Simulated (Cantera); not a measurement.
Input: 1 mol MgO, 4.4 mol CO, 0.4 mol H₂, at 2.60 bar.

Method: chemical equilibrium by Gibbs-energy minimisation in Cantera with the NASA 1993 tables (ideal gas, pure condensed phases). Candidate condensed phases: C, C₆H₆, C₇H₈, C₈H₁₈, H₂O, Mg, MgCO₃, MgO, Mg(OH)₂; 116 gas species. The numbers say what is thermodynamically allowed, not how fast it happens.

Question: At 877 °C, list the 5 most abundant gas species with their mole fractions, and the condensed phases.

Answer: CO 0.838, H₂ 0.0810, CO₂ 0.0721, H₂O 0.00828, CH₄ 0.000399. Condensed: C(graphite) + MgO(s).
